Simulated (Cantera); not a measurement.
A closed system holds: 1 mol C2H5OH, 3.3 mol CO2, at 1.33 mbar.

Equilibrium computed with Cantera from the NASA thermochemical tables; the gas is ideal and each condensed phase is pure. Candidate condensed phases: C, C6H6, C7H8, C8H18, H2O; 110 gas species. Equilibrium is a limit: real reactors are often held back by kinetics, nucleation or transport. All values below are at 1500 K.

Base state: CO 0.507, H2 0.216, H2O 0.145, CO2 0.132, H 0.000224 (mole fractions); condensed: gas only.

Question: What changes in the equilibrium state with this change: 0.24 mol NH3 added?

Answer: 
```json
[
 {"species": "CO", "before": "0.507", "after": "0.487"},
 {"species": "H2", "before": "0.216", "after": "0.237"},
 {"species": "H2O", "before": "0.145", "after": "0.146"},
 {"species": "CO2", "before": "0.132", "after": "0.116"},
 {"species": "N2", "before": "0", "after": "0.0137"},
 {"species": "H", "before": "0.000224", "after": "0.000235"}
]
```
